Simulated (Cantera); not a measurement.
Adiabatic ignition

An adiabatic, constant-pressure homogeneous reactor starts with 9.67 % CO, 0.899 % H2, 2.22 % CH4, 20.3 % O2, 66.9 % N2, at 1700 K and 1.01 bar.

Cantera simulation using GRI-Mech 3.0 (53 species, 325 reactions); the numbers are that mechanism's predictions, not measurements.

```csv
t (s),T (K),x CO,x H2,x CH4,x CH2,x OH
3.00e-6,1700,0.0967,0.00899,0.0222,1.60e-11,7.57e-7
8.54e-6,1700,0.0967,0.00899,0.0222,2.88e-10,2.22e-6
2.43e-5,1700,0.0966,0.00895,0.0220,1.40e-8,1.26e-5
6.93e-5,2008,0.0919,0.00266,1.27e-7,7.79e-9,0.00995
0.000197,2359,0.0393,0.00324,<1e-12,<1e-12,0.0152
0.000562,2588,0.0258,0.00186,<1e-12,<1e-12,0.0135
0.00160,2634,0.0220,0.00155,<1e-12,<1e-12,0.0126
0.00456,2626,0.0216,0.00152,<1e-12,<1e-12,0.0122
0.0130,2620,0.0212,0.00150,<1e-12,<1e-12,0.0119
0.0370,2619,0.0212,0.00150,<1e-12,<1e-12,0.0119
0.105,2619,0.0212,0.00150,<1e-12,<1e-12,0.0119
0.300,2619,0.0212,0.00150,<1e-12,<1e-12,0.0119
```
x: mole fraction; the columns are a selection and need not sum to one.

```
Property                                                            Result
---------------------------------  ---------------------------------------
time of steepest temperature rise                                  61.8 µs
temperature at 0.300 s                                              2619 K
equilibrium temperature                                             2619 K
x(CO) at 0.300 s                     0.0212 (gas-phase equilibrium 0.0212)
x(H2) at 0.300 s                   0.00150 (gas-phase equilibrium 0.00150)
x(CH4) at 0.300 s                    <1e-12 (gas-phase equilibrium <1e-12)
```
